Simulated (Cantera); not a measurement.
## Equilibrium for carbothermic reduction: Ta2O5 + CO + H2

Charge: 1 mol Ta2O5, 15 mol CO, 15 mol H2, equilibrated at 0.260 bar.

These are equilibrium values from Cantera (NASA tables, ideal gas, pure condensed phases), not measurements of a reactor. Candidate condensed phases: C, C6H6, C7H8, C8H18, H2O, Ta, TaC, Ta2O5; 113 gas species. Mutual solubility and eutectic melting of coexisting phases are not modelled. TaC: taken at fixed stoichiometry. Condensed phases not in the tables: Ta2C, N, O or C dissolved in the metal. Rates play no part.

| T (K) | x CO | x H2 | x CO2 | x H2O | x H | x CH4 | x TaO2 | n C(graphite) | n Ta2O5(s) | n TaC(s) | n Ta2O5(l) | n Ta(s) |
|---|---|---|---|---|---|---|---|---|---|---|---|---|
| 875 | 0.231 | 0.477 | 0.149 | 0.117 | 6.80e-11 | 0.0259 | <1e-12 | 5.57 | 1.00 | 0 | 0 | 0 |
| 1075 | 0.485 | 0.496 | 0.00831 | 0.00790 | 2.03e-8 | 0.00288 | <1e-12 | 0.392 | 1.00 | 0 | 0 | 0 |
| 1275 | 0.499 | 0.499 | 0.000593 | 0.000986 | 1.02e-6 | 0.000459 | <1e-12 | 0 | 0.995 | 0.00958 | 0 | 0 |
| 1475 | 0.499 | 0.499 | 0.000580 | 0.00144 | 1.80e-5 | 1.75e-5 | 2.34e-12 | 0 | 0.991 | 0.0171 | 0 | 0 |
| 1675 | 0.499 | 0.498 | 0.000571 | 0.00189 | 0.000161 | 1.48e-6 | 1.32e-9 | 0 | 0.989 | 0.0211 | 0 | 0 |
| 1875 | 0.499 | 0.497 | 0.000566 | 0.00232 | 0.000907 | 2.16e-7 | 1.85e-7 | 0 | 0.988 | 0.0247 | 0 | 0 |
| 2075 | 0.498 | 0.495 | 0.000558 | 0.00269 | 0.00368 | 4.68e-8 | 9.37e-6 | 0 | 0 | 0.0278 | 0.986 | 0 |
| 2275 | 0.496 | 0.489 | 0.000506 | 0.00275 | 0.0116 | 1.44e-8 | 0.000179 | 0 | 0 | 0.0270 | 0.983 | 0 |
| 2475 | 0.491 | 0.473 | 0.000595 | 0.00351 | 0.0303 | 4.03e-9 | 0.00180 | 0 | 0 | 0 | 0.950 | 0.0316 |
x: gas mole fraction; n: condensed amount in mol.

From 875 K to 1075 K the condensed part is C(graphite) + Ta2O5(s). From 1275 K to 1875 K the condensed part is TaC(s) + Ta2O5(s). From 2075 K to 2275 K the condensed part is TaC(s) + Ta2O5(l). At 2475 K the condensed part is Ta(s) + Ta2O5(l).
